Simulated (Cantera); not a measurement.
An isothermal, constant-pressure homogeneous reactor starts with H₂ : O₂ : N₂ = 0.041 : 1 : 2.2 (molar parts), equivalence ratio 0.021, at 1350 K and 0.00227 atm. Integrator tolerance rtol = 1e-08.

Computed with Cantera and the H2/O2 subset of GRI-Mech 3.0, which has no nitrogen chemistry. Radical loss at walls, strong at low pressure, is not modelled.

**Question.** What does this change do: H2 0.041 to 0.022 parts?

**Answer.** 
```json
[
 {"quantity": "x(H₂) at 2.00 s", "before": "0.000150 (gas-phase equilibrium 9.88e-8)", "after": "5.07e-5 (gas-phase equilibrium 5.28e-8)"},
 {"quantity": "x(O₂) at 2.00 s", "before": "0.299 (gas-phase equilibrium 0.304)", "after": "0.304 (gas-phase equilibrium 0.308)"},
 {"quantity": "x(HO₂) at 2.00 s", "before": "7.97e-8 (gas-phase equilibrium 6.10e-9)", "after": "5.18e-8 (gas-phase equilibrium 4.51e-9)"},
 {"quantity": "x(H₂O) at 2.00 s", "before": "0.0114 (gas-phase equilibrium 0.0127)", "after": "0.00622 (gas-phase equilibrium 0.00684)"},
 {"quantity": "x(H₂O₂) at 2.00 s", "before": "2.39e-9 (gas-phase equilibrium 2.67e-11)", "after": "1.32e-9 (gas-phase equilibrium 1.44e-11)"}
]
```

**Question.** What does this change do: H2 0.041 to 0.18 parts?

**Answer.** 
| quantity | before | after |
|---|---|---|
| x(H₂) at 2.00 s | 0.000150 (gas-phase equilibrium 9.88e-8) | 0.00140 (gas-phase equilibrium 4.45e-7) |
| x(O₂) at 2.00 s | 0.299 (gas-phase equilibrium 0.304) | 0.266 (gas-phase equilibrium 0.277) |
| x(HO₂) at 2.00 s | 7.97e-8 (gas-phase equilibrium 6.10e-9) | 1.82e-7 (gas-phase equilibrium 1.18e-8) |
| x(H₂O) at 2.00 s | 0.0114 (gas-phase equilibrium 0.0127) | 0.0474 (gas-phase equilibrium 0.0547) |
| x(H₂O₂) at 2.00 s | 2.39e-9 (gas-phase equilibrium 2.67e-11) | 8.64e-9 (gas-phase equilibrium 1.09e-10) |
The temperature is held fixed by assumption; the heat of reaction is taken as removed at once.
